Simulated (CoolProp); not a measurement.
Vapour pressure (MPa) of ethane: the reference equation beside estimates from Tc = 32.2 °C, pc = 4.872 MPa, ω = 0.099. Clausius-Clapeyron is anchored at -89.75 °C with a constant enthalpy of vaporisation of 14.76 kJ/mol.

Model: reference Helmholtz-energy equation of state, Bücker 2006, in CoolProp.

```tsv
T (°C)	reference	Clausius-Clapeyron	Peng-Robinson
-89.75	0.09509	0.09509	0.09585
-79.95	0.1578	0.1554	0.1585
-70.15	0.2483	0.2421	0.2489
-60.35	0.3736	0.3622	0.3740
-50.55	0.5410	0.5230	0.5416
-40.65	0.7610	0.7345	0.7620
-30.85	1.037	1.000	1.040
-21.05	1.380	1.330	1.385
-11.25	1.799	1.731	1.808
-1.35	2.310	2.216	2.323
8.45	2.912	2.781	2.931
```

Absolute difference from the reference over all 11 rows, mean and median: Clausius-Clapeyron 3.0 and 3.5 %, Peng-Robinson 0.4 and 0.4 %.
